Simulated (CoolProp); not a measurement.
Saturated liquid density (kg/m³) of R245fa: the reference equation beside estimates from Tc = 427.0 K, pc = 3.651 MPa, ω = 0.378. Rackett uses Z = 0.29056 − 0.08775 ω.

Values from CoolProp's reference Helmholtz-energy equation of state, Akasaka 2015.

```json
[
 {"T (K)": "307.2", "reference": "1314", "Rackett": "1376", "Soave-Redlich-Kwong": "1188", "Peng-Robinson": "1345"},
 {"T (K)": "315.2", "reference": "1291", "Rackett": "1351", "Soave-Redlich-Kwong": "1165", "Peng-Robinson": "1320"},
 {"T (K)": "323.1", "reference": "1268", "Rackett": "1325", "Soave-Redlich-Kwong": "1141", "Peng-Robinson": "1293"},
 {"T (K)": "331", "reference": "1244", "Rackett": "1299", "Soave-Redlich-Kwong": "1115", "Peng-Robinson": "1264"},
 {"T (K)": "339", "reference": "1218", "Rackett": "1271", "Soave-Redlich-Kwong": "1087", "Peng-Robinson": "1233"},
 {"T (K)": "346.9", "reference": "1192", "Rackett": "1242", "Soave-Redlich-Kwong": "1058", "Peng-Robinson": "1200"},
 {"T (K)": "354.8", "reference": "1165", "Rackett": "1212", "Soave-Redlich-Kwong": "1026", "Peng-Robinson": "1165"},
 {"T (K)": "362.7", "reference": "1135", "Rackett": "1180", "Soave-Redlich-Kwong": "992.7", "Peng-Robinson": "1127"},
 {"T (K)": "370.7", "reference": "1104", "Rackett": "1146", "Soave-Redlich-Kwong": "955.8", "Peng-Robinson": "1085"},
 {"T (K)": "378.6", "reference": "1070", "Rackett": "1110", "Soave-Redlich-Kwong": "916.1", "Peng-Robinson": "1039"}
]
```

Absolute difference from the reference over all 10 rows, mean and median: Rackett 4.2 and 4.3 %, Soave-Redlich-Kwong 11.4 and 11.0 %, Peng-Robinson 1.5 and 1.7 %.
